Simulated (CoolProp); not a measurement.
Vapour-liquid equilibrium of R143a (1) + isobutene (2) at 577 kPa; x and y are mole fractions of (1).

The numbers come from the multi-fluid Helmholtz-energy mixture model, Lemmon and Jacobsen 2000 and Lemmon 2005; pair parameters Bell 2016 in CoolProp.

```
x     bubble temperature (K)  y at the bubble point  dew temperature at overall composition x (K)  liquid density (mol/L)
----  ----------------------  ---------------------  --------------------------------------------  ----------------------
0.05                   311.2                  0.239                                           ___                   10.20
0.15                   298.1                  0.504                                         315.0                   10.54
0.25                   290.4                  0.633                                         310.7                     ___
0.35                   285.6                  0.708                                           ___                   10.97
0.45                   282.1                  0.761                                         301.0                   11.14
0.55                   279.5                  0.803                                         295.5                   11.30
0.65                     ___                  0.842                                         289.4                   11.48
0.75                   275.2                  0.881                                         282.8                   11.68
0.85                   273.4                  0.923                                         276.8                   11.90
0.95                   271.7                  0.972                                         272.4                   12.14
```

Question: Complete the blanks.

Answer: 
- 0.05, dew temperature at overall composition x (K): 319.0
- 0.25, liquid density (mol/L): 10.78
- 0.35, dew temperature at overall composition x (K): 306.1
- 0.65, bubble temperature (K): 277.2

No azeotrope shows between x = 0.05 and 0.95.

Pair parameters are fitted to limited data, so mixtures are less certain than the pure fluids.
